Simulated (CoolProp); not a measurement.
Properties of c-C4F8 (RC318) along the isobar 0.129 MPa.

Computed with CoolProp (reference Helmholtz-energy equation of state, Platzer 1990). This equation is an older, rougher fit.

```json
[
 {"T (K)": "365.1", "phase": "gas", "density (kg/m³)": "8.667", "cv (kJ/(kg K))": "0.8412", "isothermal compressibility (1/MPa)": "7.906", "viscosity (µPa s)": "14.1"},
 {"T (K)": "374.7", "phase": "gas", "density (kg/m³)": "8.430", "cv (kJ/(kg K))": "0.8539", "isothermal compressibility (1/MPa)": "7.892", "viscosity (µPa s)": "14.5"},
 {"T (K)": "384.3", "phase": "gas", "density (kg/m³)": "8.207", "cv (kJ/(kg K))": "0.8664", "isothermal compressibility (1/MPa)": "7.880", "viscosity (µPa s)": "14.9"},
 {"T (K)": "394", "phase": "gas", "density (kg/m³)": "7.994", "cv (kJ/(kg K))": "0.8787", "isothermal compressibility (1/MPa)": "7.869", "viscosity (µPa s)": "15.2"},
 {"T (K)": "403.6", "phase": "gas", "density (kg/m³)": "7.795", "cv (kJ/(kg K))": "0.8906", "isothermal compressibility (1/MPa)": "7.859", "viscosity (µPa s)": "?"},
 {"T (K)": "413.3", "phase": "gas", "density (kg/m³)": "7.603", "cv (kJ/(kg K))": "0.9023", "isothermal compressibility (1/MPa)": "7.850", "viscosity (µPa s)": "?"},
 {"T (K)": "422.9", "phase": "gas", "density (kg/m³)": "7.423", "cv (kJ/(kg K))": "0.9136", "isothermal compressibility (1/MPa)": "7.842", "viscosity (µPa s)": "?"},
 {"T (K)": "432.5", "phase": "gas", "density (kg/m³)": "7.252", "cv (kJ/(kg K))": "0.9246", "isothermal compressibility (1/MPa)": "7.835", "viscosity (µPa s)": "16.7"},
 {"T (K)": "442.2", "phase": "gas", "density (kg/m³)": "7.087", "cv (kJ/(kg K))": "0.9355", "isothermal compressibility (1/MPa)": "7.828", "viscosity (µPa s)": "17.0"},
 {"T (K)": "451.8", "phase": "gas", "density (kg/m³)": "6.931", "cv (kJ/(kg K))": "0.9460", "isothermal compressibility (1/MPa)": "7.822", "viscosity (µPa s)": "17.4"},
 {"T (K)": "461.4", "phase": "gas", "density (kg/m³)": "6.782", "cv (kJ/(kg K))": "0.9562", "isothermal compressibility (1/MPa)": "7.817", "viscosity (µPa s)": "17.7"},
 {"T (K)": "471.1", "phase": "gas", "density (kg/m³)": "6.638", "cv (kJ/(kg K))": "0.9663", "isothermal compressibility (1/MPa)": "7.812", "viscosity (µPa s)": "18.0"},
 {"T (K)": "480.7", "phase": "gas", "density (kg/m³)": "6.502", "cv (kJ/(kg K))": "?", "isothermal compressibility (1/MPa)": "7.807", "viscosity (µPa s)": "18.4"},
 {"T (K)": "490.4", "phase": "gas", "density (kg/m³)": "6.370", "cv (kJ/(kg K))": "?", "isothermal compressibility (1/MPa)": "7.803", "viscosity (µPa s)": "?"},
 {"T (K)": "500", "phase": "gas", "density (kg/m³)": "6.245", "cv (kJ/(kg K))": "0.9947", "isothermal compressibility (1/MPa)": "7.799", "viscosity (µPa s)": "?"}
]
```

Task: Complete the blanks.

Result: 
- 403.6, viscosity (µPa s): 15.6
- 413.3, viscosity (µPa s): 16.0
- 422.9, viscosity (µPa s): 16.3
- 480.7, cv (kJ/(kg K)): 0.9760
- 490.4, cv (kJ/(kg K)): 0.9855
- 490.4, viscosity (µPa s): 18.7
- 500, viscosity (µPa s): 19.0

Viscosity comes from a separate model (Huber 2003), an estimate that may be off by 10 % or more.
